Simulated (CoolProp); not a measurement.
Model: reference Helmholtz-energy equation of state, de Reuck 1993, in CoolProp.

Question: For methanol, give the phase and the expansivity (1/kK), conductivity (mW/(m K)) at -59.85 °C and 1.77 MPa; 154.65 °C and 2.15 MPa; 198.85 °C and 2.66 MPa.

Answer: 
- -59.85 °C and 1.77 MPa: liquid; expansivity 1.13, conductivity 216
- 154.65 °C and 2.15 MPa: liquid; expansivity 2.58, conductivity 176
- 198.85 °C and 2.66 MPa: gas; expansivity 6.15, conductivity 41.3

Thermal conductivity comes from a separate model (Sykioti 2013).
